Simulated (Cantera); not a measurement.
## Ignition delay

Mixture: CH₄ : O₂ : N₂ : H₂O = 1 : 0.909 : 2.82 : 0.43 (molar parts), at 1.01 bar, adiabatic and at constant pressure. Ignition delay is the time to a rise of 400 K.

Computed with Cantera and GRI-Mech 3.0 (53 species, 325 reactions).

```json
[
 {"T0 (K)": "1023", "delay (ms)": "1100"},
 {"T0 (K)": "1123", "delay (ms)": "226"},
 {"T0 (K)": "1223", "delay (ms)": "54.3"},
 {"T0 (K)": "1323", "delay (ms)": "14.6"},
 {"T0 (K)": "1423", "delay (ms)": "4.31"},
 {"T0 (K)": "1523", "delay (ms)": "1.40"}
]
```

* **apparent activation energy between 1323 and 1523 K**: 200 kJ/mol
